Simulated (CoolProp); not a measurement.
A single-stage vapour-compression cycle with sulfur dioxide: evaporating at 273.15 K (dew point), condensing at 343.15 K (bubble point), superheat 10 K, subcooling 2 K, compressor efficiency 0.9, no pressure losses. Each further row changes one setting.

Values from CoolProp's reference Helmholtz-energy equation of state, Gao 2016.

```csv
case,cooling COP,pressure ratio,discharge temperature (K),refrigerating effect (kJ/kg),volumetric capacity (kJ/m³)
as stated,(withheld),9.13,458.0,291,1270
evaporating temperature 278.15 K,2.98,7.47,446.9,(withheld),1550
condensing temperature 338.15 K,2.93,8.06,(withheld),298,1300
subcooling 7 K,(withheld),9.13,458.0,298,1300
superheat 20 K,(withheld),9.13,(withheld),(withheld),1250
compressor efficiency 0.8,2.36,9.13,475.8,291,1270
```

Task: Fill in the missing entries.

Result: 
- as stated, cooling COP: 2.66
- evaporating temperature 278.15 K, refrigerating effect (kJ/kg): 293
- condensing temperature 338.15 K, discharge temperature (K): 446.5
- subcooling 7 K, cooling COP: 2.73
- superheat 20 K, cooling COP: 2.62
- superheat 20 K, discharge temperature (K): 472.1
- superheat 20 K, refrigerating effect (kJ/kg): 297
